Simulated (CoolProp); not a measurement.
Vapour-liquid equilibrium of methanol (1) + water (2) at 416.2 K; x and y are mole fractions of (1).

The numbers come from the multi-fluid Helmholtz-energy mixture model, de Reuck 1993 and Wagner 2002; pair parameters Bell 2016 in CoolProp.

```
x     bubble pressure (bar)  y at the bubble point  dew pressure at overall composition x (bar)  liquid density (mol/L)
----  ---------------------  ---------------------  -------------------------------------------  ----------------------
0.05                  4.502                      …                                            …                   48.51
0.2                   5.974                  0.446                                        4.670                       …
0.35                  7.237                  0.610                                        5.399                   35.75
0.5                   8.359                      …                                        6.348                       …
0.65                      …                  0.815                                        7.605                   27.26
0.8                   10.41                  0.895                                        9.225                   24.04
0.95                  11.42                  0.974                                        11.12                   21.31
```

Q: Some entries are withheld; supply them.

A: 
- 0.05, y at the bubble point: 0.159
- 0.05, dew pressure at overall composition x (bar): 4.099
- 0.2, liquid density (mol/L): 41.44
- 0.5, y at the bubble point: 0.724
- 0.5, liquid density (mol/L): 31.11
- 0.65, bubble pressure (bar): 9.401

No azeotrope shows between x = 0.05 and 0.95.

Pair parameters are fitted to limited data, so mixtures are less certain than the pure fluids.
